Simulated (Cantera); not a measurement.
Feed: 1 mol SiC, 2.8 mol N2O, 1.7 mol N2, equilibrated at 1677 °C and 101000 Pa.

Cantera equilibrium calculation (NASA polynomials, part measured and part estimated; ideal gas, pure solids and liquids). Candidate condensed phases: C, Si, SiC, SiO2, Si2N2O, Si3N4; 34 gas species. Mutual solubility and eutectic melting of coexisting phases are not modelled. The tables hold silica as quartz up to 1696 K and as liquid above; real silica turns to tridymite and cristobalite and melts near 1996 K. Kinetics and transport are ignored.

Base state: N2 0.799, CO 0.178, SiO 0.0228, CO2 5.68e-5 (mole fractions); condensed: SiO2(condensed) + Si2N2O(s).

Q: What changes in the equilibrium state with this change: N2O from 2.8 to 0.01 mol?

A: 
```
species                before     after
--------------------  -------  --------
N2                      0.799     0.994
CO                      0.178   0.00509
SiO                    0.0228  0.000743
CO2                   5.68e-5   3.60e-9
SiO2(condensed), mol    0.824         0
Si2N2O(s), mol         0.0243         0
SiC(s), mol                 0     0.991
Si3N4(s), mol               0   0.00248
```

Q: What changes in the equilibrium state with this change: temperature from 1677 °C to 1450 °C?

A: 
| species | before | after |
|---|---|---|
| N2 | 0.799 | 0.816 |
| CO | 0.178 | 0.184 |
| SiO | 0.0228 | 0.000415 |
| CO2 | 5.68e-5 | 5.66e-5 |
| SiO2(condensed), mol | 0.824 | 0.866 |
| Si2N2O(s), mol | 0.0243 | 0.0660 |
